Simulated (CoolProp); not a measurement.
A Linde-Hampson liquefier for ethane: isothermal reversible compression at 320 K from 1 atm to 40 MPa, throttling to 1 atm, return gas leaving the recuperator 5 K below the feed. Each further row changes one setting.

Computed with CoolProp (reference Helmholtz-energy equation of state, Bücker 2006).

```
case                        liquid yield per pass  compression work (kJ/kg of gas)
--------------------------  ---------------------  -------------------------------
as stated                                   0.454                              414
high pressure 80 MPa                        0.402                              499
warm-end temperature 350 K                  0.384                              482
warm-end gap 10 K                           0.446                              414
```
